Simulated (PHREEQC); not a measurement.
Dissolve 0.25 mol/kgw NaH2PO4, 0.0054 mol/kgw NaOH and 0.0049 mol/kgw NaCl at 35 °C. Closed to the air; pH follows from the charge balance.

Model: ion-association model, wateq4f.dat, run in PHREEQC.

Task: The ionic strength comes out as 0.265 mol/kgw. What activity coefficients do NaHPO4-, H2PO4-, HPO4-2, Na+, Cl- get?

Result: NaHPO4- 0.73, H2PO4- 0.73, HPO4-2 0.26, Na+ 0.73, Cl- 0.69.

No solid was allowed to form. Complexes and solids missing from the database can't appear. H3PO4, which wateq4f.dat lacks, is added to it with the constant of phreeqc.dat.
